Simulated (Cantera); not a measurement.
An isothermal, constant-pressure homogeneous reactor starts with 5.13 % H₂, 15.6 % O₂, 79.3 % N₂, at 1050 K and 0.110 bar.

Cantera simulation using GRI-Mech 3.0 (53 species, 325 reactions); the numbers are that mechanism's predictions, not measurements. The temperature is held fixed by assumption; the heat of reaction is taken as removed at once.

x: mole fraction; the columns are a selection and need not sum to one.

| t (s) | x H₂ | x O₂ | x OH | x H₂O₂ | x NO₂ | x H₂O | x NO |
|---|---|---|---|---|---|---|---|
| 0.000600 | 0.0513 | 0.156 | 4.28e-8 | 1.51e-11 | <1e-12 | 3.32e-7 | <1e-12 |
| 0.00177 | 0.0114 | 0.136 | 0.00182 | 6.88e-7 | 9.04e-12 | 0.0321 | 1.86e-7 |
| 0.00520 | 0.000455 | 0.133 | 0.000380 | 5.95e-7 | 5.29e-10 | 0.0518 | 7.88e-7 |
| 0.0153 | 4.53e-5 | 0.133 | 8.78e-5 | 2.91e-7 | ___ | 0.0526 | 7.86e-7 |
| 0.0451 | 5.19e-6 | 0.133 | 3.13e-5 | 1.01e-7 | ___ | 0.0527 | 7.79e-7 |
| 0.133 | 5.66e-7 | 0.133 | 1.32e-5 | 2.95e-8 | ___ | 0.0527 | 7.77e-7 |
| 0.391 | 7.73e-8 | 0.133 | 6.32e-6 | 8.68e-9 | ___ | 0.0527 | 7.80e-7 |
| 1.15 | 1.69e-8 | 0.133 | 3.30e-6 | 2.73e-9 | ___ | 0.0527 | 7.84e-7 |
| 3.40 | 4.71e-9 | 0.133 | 1.82e-6 | 8.99e-10 | ___ | 0.0527 | 7.87e-7 |
| 10.0 | 1.46e-9 | 0.133 | 1.03e-6 | 3.04e-10 | ___ | 0.0527 | 7.88e-7 |

Problem. Some entries are withheld; supply them.

Solution. 
- 0.0153, x NO₂: 4.98e-9
- 0.0451, x NO₂: 1.18e-8
- 0.133, x NO₂: 1.39e-8
- 0.391, x NO₂: 1.14e-8
- 1.15, x NO₂: 7.55e-9
- 3.40, x NO₂: 4.58e-9
- 10.0, x NO₂: 3.15e-9
